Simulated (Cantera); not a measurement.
Input: 1 mol Fe2O3, 2.8 mol H2S, 1.1 mol H2O, at 11.0 bar.

Equilibrium computed with Cantera from the NASA thermochemical tables; the gas is ideal and each condensed phase is pure. Candidate condensed phases: Fe, FeO, Fe(OH)2, Fe(OH)3, FeS, FeSO4, FeS2, Fe2O3, Fe2(SO4)3, Fe3O4, H2O, H2SO4, S; 22 gas species. FeS: taken at fixed stoichiometry. Gases not in the tables: S3 to S7. Equilibrium is a limit: real reactors are often held back by kinetics, nucleation or transport.

Which condensed phases are stable at each of these points (T (K)): 700, 800, 900, 1000, 1100, 1200, 1300, 1400, 1500, 1600, 1700?


```json
[
 {"T (K)": "700", "condensed phases": "FeS(s) + FeS2(s) + Fe3O4(s)", "Fe condensed (%)": "100.0"},
 {"T (K)": "800", "condensed phases": "FeS(s) + FeS2(s) + Fe3O4(s)", "Fe condensed (%)": "100.0"},
 {"T (K)": "900", "condensed phases": "FeS(s) + FeS2(s)", "Fe condensed (%)": "100.0"},
 {"T (K)": "1000", "condensed phases": "FeS(s)", "Fe condensed (%)": "100.0"},
 {"T (K)": "1100", "condensed phases": "FeS(s)", "Fe condensed (%)": "100.0"},
 {"T (K)": "1200", "condensed phases": "FeS(s)", "Fe condensed (%)": "100.0"},
 {"T (K)": "1300", "condensed phases": "FeS(s)", "Fe condensed (%)": "100.0"},
 {"T (K)": "1400", "condensed phases": "FeS(s)", "Fe condensed (%)": "100.0"},
 {"T (K)": "1500", "condensed phases": "FeS(l)", "Fe condensed (%)": "100.0"},
 {"T (K)": "1600", "condensed phases": "FeS(l)", "Fe condensed (%)": "100.0"},
 {"T (K)": "1700", "condensed phases": "FeS(l)", "Fe condensed (%)": "100.0"}
]
```

From 700 K to 800 K the condensed part is FeS(s) + FeS2(s) + Fe3O4(s). At 900 K the condensed part is FeS(s) + FeS2(s). From 1000 K to 1400 K the condensed part is FeS(s). From 1500 K to 1700 K the condensed part is FeS(l).
